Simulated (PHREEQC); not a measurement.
# Copper plating or etch bath: speciation

Solution (80 °C): 26 mmol/kgw CuSO4 and 0.03 mmol/kgw Na2SO4. Closed to the air; pH follows from the charge balance.

All values are PHREEQC results (ion-association model, phreeqc.dat), not measurements.

No solid was allowed to form.

Estimate the pH, specific conductance, density.

pH 4.22; specific conductance 7470 µS/cm; density 0.976 g/cm³.

In which forms is Cu present?

Cu+2 58 %, CuSO4 41 %, Cu2(OH)2+2 1.0 % of the Cu.

At this temperature some constants are extrapolated from 25 °C, and those without enthalpy data are left unchanged.
